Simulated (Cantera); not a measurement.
A Cantera script and what it prints.

```python
import numpy as np
import cantera as ct

gas_names = """
    AL ALH ALN AL2 H H2 N NH NH2 NH3 N2 N2H2 N2H4
""".split()
cond_names = """
    AL(cr) AL(L) ALN(s)
""".split()


# ... load() reads the species with a 1 bar reference pressure and builds the phases ...
atoms = {
    'AlN': {'AL': 1, 'N': 1},
    'H2': {'H': 2},
}
top_T = {'ALN(s)': 2750}  # K; cautious upper limits of use, not melting points


# ... equilibrate(T, P, feed) seeds the gas with the atoms and calls Mixture.equilibrate('TP', solver="vcs", rtol=1e-11, max_steps=5000) ...
results = []
feed = {'AlN': 1, 'H2': 3.9}  # mol
P = 930  # Pa
for T in [1525, 1600, 1675, 1750, 1825, 1900, 1975, 2050]:
    mix = equilibrate(T, P, feed)
    results.append((T, P, feed, dict(zip(mix.species_names, mix.species_moles))))
    x = sorted(zip(gas.X, gas.species_names), reverse=True)
    print(f"T = {T:g} K  P = {P:g} Pa  gas = {mix.phase_moles(0):.4g} mol")
    print("   x: " + "  ".join(f"{s} {v:.3e}" for v, s in x if v > 0.0001))
    print("   condensed (mol): " + ("  ".join(f"{mix.phase(i).name} {mix.phase_moles(i):.4g}"
          for i in range(1, mix.n_phases) if mix.phase_moles(i) > 1e-12) or "none"))
```

It prints:

```
T = 1525 K  P = 930 Pa  gas = 3.901 mol
   x: H2 9.997e-01  H 2.453e-04
   condensed (mol): ALN(s) 0.9998
T = 1600 K  P = 930 Pa  gas = 3.902 mol
   x: H2 9.992e-01  H 5.635e-04  AL 1.730e-04
   condensed (mol): ALN(s) 0.9993
T = 1675 K  P = 930 Pa  gas = 3.907 mol
   x: H2 9.976e-01  H 1.203e-03  AL 7.238e-04  N2 3.847e-04
   condensed (mol): ALN(s) 0.997
T = 1750 K  P = 930 Pa  gas = 3.921 mol
   x: H2 9.934e-01  AL 2.670e-03  H 2.404e-03  N2 1.402e-03  ALH 1.343e-04
   condensed (mol): ALN(s) 0.989
T = 1825 K  P = 930 Pa  gas = 3.963 mol
   x: H2 9.817e-01  AL 8.828e-03  N2 4.594e-03  H 4.525e-03  ALH 3.592e-04
   condensed (mol): ALN(s) 0.9636
T = 1900 K  P = 930 Pa  gas = 4.082 mol
   x: H2 9.509e-01  AL 2.650e-02  N2 1.369e-02  H 8.024e-03  ALH 8.778e-04
   condensed (mol): ALN(s) 0.8882
T = 1975 K  P = 930 Pa  gas = 4.423 mol
   x: H2 8.742e-01  AL 7.306e-02  N2 3.752e-02  H 1.327e-02  ALH 1.947e-03
   condensed (mol): ALN(s) 0.6681
T = 2050 K  P = 930 Pa  gas = 5.443 mol
   x: H2 7.048e-01  AL 1.799e-01  N2 9.185e-02  H 1.975e-02  ALH 3.659e-03
   condensed (mol): none
```

Cantera equilibrium calculation (NASA polynomials, part measured and part estimated; ideal gas, pure solids and liquids).
